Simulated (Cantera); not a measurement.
Input: 1 mol Si, 0.026 mol H2O, 0.26 mol H2, equilibrated at 1000 Pa.

Cantera equilibrium calculation (NASA polynomials, part measured and part estimated; ideal gas, pure solids and liquids). Candidate condensed phases: H2O, Si, SiO2; 18 gas species. Mutual solubility and eutectic melting of coexisting phases are not modelled. The tables hold silica as quartz up to 1696 K and as liquid above; real silica turns to tridymite and cristobalite and melts near 1996 K. The numbers say what is thermodynamically allowed, not how fast it happens.

log p: log10 of the partial pressure in bar; n: condensed amount in mol.

| T (°C) | log p H2 | log p SiO | log p H | log p Si | log p SiH2 | n Si(s) | n SiO2(β-quartz) |
|---|---|---|---|---|---|---|---|
| 650 | -2.00 | -10.80 | -10.61 | <-14 | -13.08 | 0.987 | 0.0130 |
| 750 | -2.00 | -8.88 | -9.38 | <-14 | -11.74 | 0.987 | 0.0130 |
| 850 | -2.00 | -7.30 | -8.37 | ? | -10.65 | 0.987 | 0.0130 |
| 950 | -2.00 | -5.99 | -7.52 | ? | -9.73 | 0.987 | 0.0130 |
| 1050 | -2.00 | -4.88 | -6.80 | ? | -8.95 | 0.987 | 0.0128 |
| 1150 | -2.01 | -3.93 | -6.18 | ? | -8.28 | 0.985 | 0.0113 |
| 1250 | -2.04 | -3.11 | -5.65 | ? | -7.73 | 0.975 | 0.000859 |
| 1350 | -2.04 | -3.08 | -5.18 | ? | -7.23 | 0.974 | 0 |

Q: What belongs in the gaps?

A: 
- 850, log p Si: -13.19
- 950, log p Si: -11.49
- 1050, log p Si: -10.05
- 1150, log p Si: -8.82
- 1250, log p Si: -7.74
- 1350, log p Si: -6.81
